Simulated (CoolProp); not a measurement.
The fluoroketone C6F12O (FK-5-1-12) at 298.15 K and 1.26 MPa is throttled through a valve to 0.538 MPa with no heat exchange. Each further row changes one setting.

Values from CoolProp's reference Helmholtz-energy equation of state, McLinden 2015.

```csv
case,temperature change (K),final density (kg/m³)
as stated,…,1600
outlet pressure 0.161 MPa,+0.3,1600
outlet pressure 0.699 MPa,…,…
```

Complete the blanks.


- as stated, temperature change (K): +0.2
- outlet pressure 0.699 MPa, temperature change (K): +0.1
- outlet pressure 0.699 MPa, final density (kg/m³): 1610
